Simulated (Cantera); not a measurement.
Charge: 1 mol SiC, 0.61 mol O₂, a varied amount of N₂, held at 1400 °C and 0.900 Pa.

Cantera equilibrium calculation (NASA polynomials, part measured and part estimated; ideal gas, pure solids and liquids). Candidate condensed phases: C, Si, SiC, SiO₂, Si₂N₂O, Si₃N₄; 34 gas species. The numbers say what is thermodynamically allowed, not how fast it happens.

**Question.** What share of the Si ends up in condensed phases as a function of n(N₂) (mol), at 1.4, 6.5, 12, 17, 22, 27, 32, 37, 42?

**Answer.** 
```json
[
 {"n(N₂) (mol)": "1.4", "Si condensed (%)": "37.7", "as": "SiC(s)"},
 {"n(N₂) (mol)": "6.5", "Si condensed (%)": "35.2", "as": "SiC(s)"},
 {"n(N₂) (mol)": "12", "Si condensed (%)": "32.8", "as": "SiC(s)"},
 {"n(N₂) (mol)": "17", "Si condensed (%)": "30.7", "as": "SiC(s)"},
 {"n(N₂) (mol)": "22", "Si condensed (%)": "28.8", "as": "SiC(s)"},
 {"n(N₂) (mol)": "27", "Si condensed (%)": "26.9", "as": "SiC(s)"},
 {"n(N₂) (mol)": "32", "Si condensed (%)": "25.2", "as": "SiC(s)"},
 {"n(N₂) (mol)": "37", "Si condensed (%)": "23.6", "as": "SiC(s)"},
 {"n(N₂) (mol)": "42", "Si condensed (%)": "22.0", "as": "SiC(s)"}
]
```
